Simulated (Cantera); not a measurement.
**Ignition delay**

Mixture: 12.7 % CO, 3.16 % H2, 7.34 % CH4, 16.2 % O2, 60.6 % N2, at 3750 Torr, adiabatic and at constant pressure. Ignition delay is the time to a rise of 400 K.

Model: GRI-Mech 3.0 (53 species, 325 reactions), integrated in Cantera.

```
T0 (K)  delay (ms)
------  ----------
1073          2.68
1148          1.30
1223         0.711
1298         0.397
1373         0.225
1448         0.129
1523        0.0767
```

```json
{
  "apparent activation energy between 1373 and 1523 K": "120 kJ/mol"
}
```
